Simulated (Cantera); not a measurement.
A closed system holds: 1 mol C₂H₅OH, 93 mol H₂, held at 477 °C and 24.0 mbar.

Cantera equilibrium calculation (NASA polynomials, part measured and part estimated; ideal gas, pure solids and liquids). Candidate condensed phases: C, C₆H₆, C₇H₈, C₈H₁₈, H₂O; 110 gas species. Equilibrium is a limit: real reactors are often held back by kinetics, nucleation or transport.

Base state: H₂ 0.970, CH₄ 0.0199, H₂O 0.00926, CO 0.00121, CO₂ 7.08e-5 (mole fractions); condensed: gas only.

What changes in the equilibrium state with this change: H₂ from 93 to 0.41 mol?


| species | before | after |
|---|---|---|
| H₂ | 0.970 | 0.740 |
| H₂O | 0.00926 | 0.102 |
| CO | 0.00121 | 0.0631 |
| CO₂ | 7.08e-5 | 0.0532 |
| CH₄ | 0.0199 | 0.0420 |
| C(graphite), mol | 0 | 1.42 |
